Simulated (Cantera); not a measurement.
An adiabatic, constant-volume homogeneous reactor starts with CH4 : CO : O2 : N2 = 1 : 0.19 : 0.998 : 2.89 (molar parts), equivalence ratio 2.1, at 1475 K and 1.20 bar. Integrator tolerance rtol = 1e-08.

Detailed kinetics in Cantera: GRI-Mech 3.0 (53 species, 325 reactions).

What does this change do: 0.079 parts C2H6 added?


| quantity | before | after |
|---|---|---|
| time of steepest temperature rise | 1.54 ms | 0.416 ms |
| temperature at 9.00 s | 2820 K | 2702 K |
| equilibrium temperature | 2820 K | 2702 K |
| x(CH4) at 9.00 s | 5.37e-11 (gas-phase equilibrium 6.04e-11) | 2.19e-10 (gas-phase equilibrium 2.45e-10) |
| x(CO) at 9.00 s | 0.174 (gas-phase equilibrium 0.174) | 0.192 (gas-phase equilibrium 0.192) |
| x(O2) at 9.00 s | 0.000122 (gas-phase equilibrium 0.000122) | 1.99e-5 (gas-phase equilibrium 1.99e-5) |
| x(C2H) at 9.00 s | <1e-12 (gas-phase equilibrium <1e-12) | <1e-12 (gas-phase equilibrium <1e-12) |
| x(OH) at 9.00 s | 0.00492 (gas-phase equilibrium 0.00492) | 0.00209 (gas-phase equilibrium 0.00209) |
| x(C2H6) at 9.00 s | <1e-12 (gas-phase equilibrium <1e-12) | <1e-12 (gas-phase equilibrium <1e-12) |
